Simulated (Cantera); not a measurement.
Input: 1 mol Pb, 15 mol CO, 1.1 mol H₂.

These are equilibrium values from Cantera (NASA tables, ideal gas, pure condensed phases), not measurements of a reactor. Candidate condensed phases: C, C₆H₆, C₇H₈, C₈H₁₈, H₂O, Pb, PbO, PbO₂, Pb₃O₄; 113 gas species. The numbers say what is thermodynamically allowed, not how fast it happens.

Stable condensed phases, one row left out:

```
T in °C \ P in Pa
              10      61     370    2200   13000   82000  500000 3000000
   1527        A       A       A       A       A       A       B       B
   1427        A       A       A       A       A       C       B       B
   1327        A       A       A       A       A       C       B       B
   1127        A       A       A       A       C       B       B       B
   1027        A       A       A       C       B       B       B       B
    927        A       A       A       B       B       B       B       B
    827        A       A       B       B       B       B       B       B
    727        A       B       B       B       B       B       B       B
    627        B       B       B       B       B       B       B       B
```

A: gas only; B: C + Pb; C: C.

Problem. Give the row for 1227 °C.

Solution. 10: gas only; 61: gas only; 370: gas only; 2200: gas only; 13000: gas only; 82000: C + Pb; 500000: C + Pb; 3000000: C + Pb.
